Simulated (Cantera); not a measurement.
A perfectly stirred reactor is fed with NH3 : H2 = 1 : 5.9 (molar parts), at 0.132 atm; it is held at 1850 K, and followed from long to short residence time.

Cantera simulation using the gas-phase N/H chemistry of the illustrative SiF4/NH3 mechanism in the Surface Chemkin manual (1991); the numbers are that mechanism's predictions, not measurements. Walls and surfaces, which speed up NH3 decomposition in real reactors, are not modelled.

### Question
What does this change do: temperature 1850 to 2100 K?

### Answer
```
quantity                 before     after
---------------------  --------  --------
x(NH3) at τ = 13.0 s     0.0193  0.000648
x(H2) at τ = 13.0 s       0.925     0.929
x(N) at τ = 13.0 s      2.13e-7   2.39e-6
x(NH2) at τ = 13.0 s    4.29e-5   1.60e-5
x(NH) at τ = 13.0 s     1.51e-6   3.75e-6
x(NH3) at τ = 0.200 s     0.130    0.0486
x(H2) at τ = 0.200 s      0.863     0.908
x(N) at τ = 0.200 s     2.12e-7   2.03e-6
x(NH2) at τ = 0.200 s  0.000155  0.000272
x(NH) at τ = 0.200 s    2.87e-6   1.43e-5
```

### Question
What does this change do: pressure from 0.132 atm to 0.266 atm?

### Answer
| quantity | before | after |
|---|---|---|
| x(NH3) at τ = 13.0 s | 0.0193 | 0.0145 |
| x(H2) at τ = 13.0 s | 0.925 | 0.928 |
| x(N) at τ = 13.0 s | 2.13e-7 | 1.45e-7 |
| x(NH2) at τ = 13.0 s | 4.29e-5 | 3.12e-5 |
| x(NH) at τ = 13.0 s | 1.51e-6 | 1.06e-6 |
| x(NH3) at τ = 0.200 s | 0.130 | 0.121 |
| x(H2) at τ = 0.200 s | 0.863 | 0.868 |
| x(N) at τ = 0.200 s | 2.12e-7 | 1.84e-7 |
| x(NH2) at τ = 0.200 s | 0.000155 | 0.000140 |
| x(NH) at τ = 0.200 s | 2.87e-6 | 2.54e-6 |
